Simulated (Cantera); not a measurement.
## Thermodynamics of silicon carbide growth, feed SiH2Cl2 + C2H2 + H2

Feed: 1 mol SiH2Cl2, 0.015 mol C2H2, 8 mol H2, equilibrated at 17000 Pa.

Cantera equilibrium calculation (NASA polynomials, part measured and part estimated; ideal gas, pure solids and liquids). Candidate condensed phases: C, C6H6, C7H8, C8H18, Si, SiC; 109 gas species. Mutual solubility and eutectic melting of coexisting phases are not modelled. The tables' values for SiCl3, SiCl are old estimates; treat these amounts as uncertain. Gases not in the tables: Si2H6 and higher silanes. Rates play no part.

From 1248 K to 1648 K the condensed part is Si(s) + SiC(s). From 1748 K to 2348 K the condensed part is Si(l) + SiC(s). The main Si-bearing gas is SiCl4 at 1248 K and SiCl2 at 2348 K. The share of Si in condensed phases is highest at 2148 K (59.7 %) and lowest at 2348 K (51.3 %).

```csv
T (K),x H2,x HCl,x SiCl2,x H,x SiCl4,x SiHCl3,x Si,x SiCl3,n Si(s),n SiC(s),n Si(l)
1248,0.892,0.0627,0.0111,1.07e-6,0.0189,0.00945,4.56e-11,0.00538,0.529,0.0300,0
1348,0.871,0.0848,0.0232,5.24e-6,0.00902,0.00526,1.11e-9,0.00645,0.534,0.0300,0
1448,0.857,0.0978,0.0343,2.07e-5,0.00297,0.00223,1.72e-8,0.00527,0.522,0.0300,0
1548,0.852,0.102,0.0409,6.89e-5,0.000815,0.000829,1.87e-7,0.00345,0.510,0.0300,0
1648,0.850,0.103,0.0443,0.000199,0.000228,0.000315,1.52e-6,0.00214,0.499,0.0300,0
1748,0.847,0.106,0.0444,0.000510,7.31e-5,0.000128,8.56e-6,0.00135,0,0.0300,0.509
1848,0.844,0.111,0.0426,0.00118,2.66e-5,5.66e-5,3.69e-5,0.000875,0,0.0300,0.532
1948,0.840,0.116,0.0406,0.00251,1.06e-5,2.69e-5,0.000137,0.000587,0,0.0299,0.551
2048,0.835,0.119,0.0387,0.00496,4.56e-6,1.36e-5,0.000445,0.000406,0,0.0297,0.565
2148,0.828,0.122,0.0366,0.00920,2.10e-6,7.28e-6,0.00129,0.000287,0,0.0290,0.568
2248,0.817,0.124,0.0344,0.0161,1.01e-6,4.05e-6,0.00342,0.000206,0,0.0266,0.552
2348,0.800,0.124,0.0320,0.0268,5.07e-7,2.30e-6,0.00831,0.000149,0,0.0187,0.494
```
x: gas mole fraction; n: condensed amount in mol.
